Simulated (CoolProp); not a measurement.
The fluid at 293.15 K and 12.7 MPa flows at 0.057 m/s in a round tube of 4.6 mm bore and 45 µm roughness, fully developed (64/Re and Nu = 3.66 if laminar; Colebrook and Gnielinski if turbulent). The same conditions are run with several fluids, on thermodynamics alone (safety and materials aside).

Model: reference Helmholtz-energy equation of state of each fluid (R407C: Lemmon 2003; CH2F2 (R32): Tillner-Roth 1997; n-octane: Beckmüller 2019; m-xylene: Zhou 2012; R410A: Lemmon 2003), in CoolProp. Blends and air are pseudo-pure fits.

### Question
Rank R407C, CH2F2 (R32), n-octane, m-xylene, R410A by Reynolds number, highest first.

### Answer
R410A (1920), CH2F2 (R32) (1910), R407C (1630), m-xylene (336), n-octane (302)

```csv
fluid,Darcy friction factor,pressure drop (Pa/m),heat-transfer coefficient (W/(m² K)),mass flow (kg/h)
R407C,0.0393,16.9,75.1,4.16
CH2F2 (R32),0.0335,12.2,118,3.52
n-octane,0.212,53.3,105,2.43
m-xylene,0.191,58.7,107,2.98
R410A,0.0333,13.6,81.3,3.93
```

Transport values come from each fluid's own correlations; those of CH2F2 (R32) are estimates that may be off by 10 % or more.
